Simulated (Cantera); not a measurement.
A closed system holds: 1 mol SiH2Cl2, 0.6 mol CH4, 26 mol H2, at 0.100 bar.

Cantera equilibrium calculation (NASA polynomials, part measured and part estimated; ideal gas, pure solids and liquids). Candidate condensed phases: C, C6H6, C7H8, C8H18, Si, SiC; 109 gas species. Mutual solubility and eutectic melting of coexisting phases are not modelled. The tables' values for SiCl, SiCl3 are old estimates; treat these amounts as uncertain. Gases not in the tables: Si2H6 and higher silanes. Equilibrium is a limit: real reactors are often held back by kinetics, nucleation or transport.

x: gas mole fraction; n: condensed amount in mol.

```tsv
T (K)	x H2	x HCl	x H	x SiCl2	n Si(l)	n SiC(s)
1923	0.936	0.0525	0.00288	0.00774	0.160	0.600
1948	0.935	0.0528	0.00346	0.00758	0.162	0.600
1973	0.935	0.0530	0.00412	0.00743	0.162	0.600
1998	0.934	0.0532	0.00490	0.00728	0.161	0.599
2023	0.932	0.0534	0.00580	0.00713	0.158	0.599
2048	0.931	0.0535	0.00683	0.00698	0.154	0.599
2073	0.929	0.0537	0.00802	0.00683	0.147	0.598
2098	0.928	0.0538	0.00937	0.00669	0.138	0.598
2123	0.925	0.0538	0.0109	0.00654	(withheld)	0.597
2148	0.923	0.0539	0.0127	0.00640	(withheld)	0.596
2173	0.920	0.0539	0.0146	0.00625	(withheld)	0.594
2198	0.917	0.0538	0.0169	0.00610	(withheld)	0.592
2223	0.913	0.0537	0.0194	0.00596	(withheld)	0.589
2248	0.909	0.0542	0.0222	0.00555	(withheld)	0.585
```

Question: Some entries are withheld; supply them.

Answer: 
- 2123, n Si(l): 0.125
- 2148, n Si(l): 0.108
- 2173, n Si(l): 0.0856
- 2198, n Si(l): 0.0569
- 2223, n Si(l): 0.0205
- 2248, n Si(l): 0
